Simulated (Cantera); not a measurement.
NO annealing gas

An isothermal, constant-pressure homogeneous reactor starts with NO : N₂ = 1 : 0.67 (molar parts), at 1750 K and 69000 Pa.

Detailed kinetics in Cantera: GRI-Mech 3.0 (53 species, 325 reactions).

| t (s) | x NO | x O | x N₂ | x NO₂ | x O₂ | x N₂O |
|---|---|---|---|---|---|---|
| 2.00e-6 | 0.599 | 6.95e-8 | 0.401 | 2.69e-9 | 1.11e-11 | 7.22e-8 |
| 1.07e-5 | 0.599 | 3.17e-7 | 0.401 | 6.88e-8 | 2.86e-10 | 3.85e-7 |
| 5.70e-5 | 0.599 | 8.64e-7 | 0.401 | 1.21e-6 | 5.51e-9 | 2.04e-6 |
| 0.000304 | 0.599 | 1.27e-6 | 0.401 | 1.00e-5 | 8.04e-8 | 1.06e-5 |
| 0.00162 | 0.599 | 2.97e-6 | 0.401 | 6.15e-5 | 2.71e-6 | 4.82e-5 |
| 0.00866 | 0.598 | 7.34e-6 | 0.401 | 0.000213 | 0.000145 | 0.000128 |
| 0.0462 | 0.595 | 8.56e-6 | 0.403 | 0.000253 | 0.00150 | 0.000142 |
| 0.247 | 0.581 | 1.15e-5 | 0.410 | 0.000345 | 0.00870 | 0.000135 |
| 1.32 | 0.512 | 2.03e-5 | 0.444 | 0.000558 | 0.0428 | 0.000103 |
| 7.02 | 0.302 | 3.54e-5 | 0.549 | 0.000590 | 0.148 | 3.50e-5 |
| 37.5 | 0.0716 | 4.66e-5 | 0.665 | 0.000186 | 0.263 | 2.07e-6 |
| 200 | 0.00815 | 4.92e-5 | 0.697 | 2.24e-5 | 0.295 | 1.96e-7 |
x: mole fraction; the columns are a selection and need not sum to one.

Equilibrium at this temperature and pressure: NO 0.00393, O 4.94e-5, N₂ 0.699, NO₂ 1.08e-5, O₂ 0.297, N₂O 1.78e-7 (gas phase only).
